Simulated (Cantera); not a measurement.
A Cantera script and what it prints.

```python
import numpy as np
import cantera as ct

gas_names = """
    CL CL2 H HCL H2 Si SiCL SiCL2 SiCL3 SiCL4 SiH SiHCL3 SiH2 SiH2CL2 SiH3 SiH3CL SiH4 Si2 Si3
""".split()
cond_names = """
    Si(cr) Si(L)
""".split()


# ... load() reads the species with a 1 bar reference pressure and builds the phases ...
atoms = {
    'SiHCl3': {'Si': 1, 'H': 1, 'CL': 3},
    'Cl2': {'CL': 2},
    'H2': {'H': 2},
    'HCl': {'H': 1, 'CL': 1},
}
top_T = {}  # K; cautious upper limits of use, not melting points


# ... equilibrate(T, P, feed) seeds the gas with the atoms and calls Mixture.equilibrate('TP', solver="vcs", rtol=1e-11, max_steps=5000) ...
results = []
feed = {'SiHCl3': 1, 'Cl2': 0.015, 'H2': 9.7, 'HCl': 0.058}  # mol
T = 1448.15  # K
P = 440  # Pa
mix = equilibrate(T, P, feed)
results.append((T, P, feed, dict(zip(mix.species_names, mix.species_moles))))
print(gas.report(threshold=1e-05))
for i in range(1, mix.n_phases):
    print(f"{mix.phase(i).name:16s} {mix.phase_moles(i):12.5e} mol")
```

It prints:

```
       temperature   1448.2 K
          pressure   440 Pa
           density   0.00047177 kg/m^3
  mean mol. weight   12.91 kg/kmol
   phase of matter   gas

                          1 kg             1 kmol
                     ---------------   ---------------
          enthalpy        1.0317e+06         1.332e+07  J
   internal energy             99079        1.2791e+06  J
           entropy             19231        2.4827e+05  J/K
    Gibbs function       -2.6817e+07       -3.4621e+08  J
 heat capacity c_p            2642.9             34120  J/K
 heat capacity c_v            1998.9             25805  J/K

                      mass frac. Y      mole frac. X     chem. pot. / RT
                     ---------------   ---------------   ---------------
                CL        4.4605e-05        1.6244e-05           -28.371
                 H        9.7572e-06        0.00012496           -12.072
               HCL           0.36298           0.12853           -40.442
                H2           0.12581           0.80565           -24.143
             SiCL2           0.48416          0.063145            -61.24
             SiCL3          0.021991         0.0021118           -89.611
             SiCL4         0.0034139        0.00025943           -117.98
            SiHCL3         0.0014602        0.00013918           -101.68
           SiH2CL2         9.035e-05        1.1548e-05           -85.383
     [  +10 minor]        4.0617e-05        9.0178e-06

Si(cr)            2.27866e-01 mol
```

Cantera equilibrium calculation (NASA polynomials, part measured and part estimated; ideal gas, pure solids and liquids). The tables' values for SiCl3 are old estimates; treat these amounts as uncertain.
